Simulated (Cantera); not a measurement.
Charge: 1 mol HMDSO, 0.29 mol H₂O, 0.26 mol H₂, 2 mol O₃, held at 2123.15 K and 10.0 Torr.

These are equilibrium values from Cantera (NASA tables, ideal gas, pure condensed phases), not measurements of a reactor. Candidate condensed phases: C, C₆H₆, C₇H₈, C₈H₁₈, H₂O, Si, SiC, SiO₂; 123 gas species. The feed counts by its element totals alone. Gases not in the tables: Si₂H₆ and higher silanes. The numbers say what is thermodynamically allowed, not how fast it happens.

Base state: H₂ 0.546, CO 0.332, SiO 0.0932, H 0.0230, Si 0.00516, Si₂C 0.000230, SiH 0.000227, SiH₂ 4.53e-5 (mole fractions); condensed: SiC(s).

Task: What changes in the equilibrium state with this change: temperature from 2123.15 K to 550 K?

Result: 
```tsv
species	before	after
H₂O	8.58e-7	0.367
CH₄	2.58e-7	0.344
H₂	0.546	0.247
CO	0.332	0.000472
SiO	0.0932	<1e-9
H	0.0230	<1e-9
CO₂	1.04e-7	0.0405
Si	0.00516	<1e-9
Si₂C	0.000230	<1e-9
SiH	0.000227	<1e-9
SiH₂	4.53e-5	<1e-9
SiC(s), mol	0.301	0
C(graphite), mol	0	3.18
SiO₂(α-quartz), mol	0	2.00
```

Task: What changes in the equilibrium state with this change: temperature from 2123.15 K to 825 K?

Result: 
```json
[
 {"species": "H₂", "before": "0.546", "after": "0.747"},
 {"species": "CO", "before": "0.332", "after": "0.198"},
 {"species": "H₂O", "before": "8.58e-7", "after": "0.0249"},
 {"species": "SiO", "before": "0.0932", "after": "<1e-9"},
 {"species": "H", "before": "0.0230", "after": "<1e-9"},
 {"species": "CO₂", "before": "1.04e-7", "after": "0.0236"},
 {"species": "Si", "before": "0.00516", "after": "<1e-9"},
 {"species": "Si₂C", "before": "0.000230", "after": "<1e-9"},
 {"species": "SiC(s), mol", "before": "0.301", "after": "0"},
 {"species": "C(graphite), mol", "before": "0", "after": "3.22"},
 {"species": "SiO₂(α-quartz), mol", "before": "0", "after": "2.00"}
]
```
